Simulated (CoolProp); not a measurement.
Aqueous methanol as a coolant, at 25 °C, 1 atm.

Values from CoolProp's Melinder's fits for secondary coolants.

```json
[
 {"mass %": "1.2", "freezing point (°C)": "-0.7", "density (kg/m³)": "?", "conductivity (W/(m K))": "0.599", "viscosity (mPa s)": "0.918", "Prandtl number": "?"},
 {"mass %": "7.1", "freezing point (°C)": "-4.4", "density (kg/m³)": "984.8", "conductivity (W/(m K))": "0.562", "viscosity (mPa s)": "1.07", "Prandtl number": "7.96"},
 {"mass %": "13", "freezing point (°C)": "-8.9", "density (kg/m³)": "975.6", "conductivity (W/(m K))": "0.528", "viscosity (mPa s)": "1.22", "Prandtl number": "9.63"},
 {"mass %": "18.9", "freezing point (°C)": "-14.0", "density (kg/m³)": "966.6", "conductivity (W/(m K))": "0.495", "viscosity (mPa s)": "1.36", "Prandtl number": "11.3"},
 {"mass %": "24.8", "freezing point (°C)": "-19.9", "density (kg/m³)": "957.4", "conductivity (W/(m K))": "0.463", "viscosity (mPa s)": "1.47", "Prandtl number": "12.9"},
 {"mass %": "30.7", "freezing point (°C)": "-26.5", "density (kg/m³)": "947.8", "conductivity (W/(m K))": "0.432", "viscosity (mPa s)": "?", "Prandtl number": "14.3"},
 {"mass %": "36.6", "freezing point (°C)": "-34.0", "density (kg/m³)": "937.7", "conductivity (W/(m K))": "0.404", "viscosity (mPa s)": "1.59", "Prandtl number": "15.3"},
 {"mass %": "42.5", "freezing point (°C)": "-42.4", "density (kg/m³)": "927.0", "conductivity (W/(m K))": "0.377", "viscosity (mPa s)": "1.58", "Prandtl number": "15.9"}
]
```

**Question.** Complete the blanks.

**Answer.** 
- 1.2, density (kg/m³): 995.0
- 1.2, Prandtl number: 6.40
- 30.7, viscosity (mPa s): 1.55
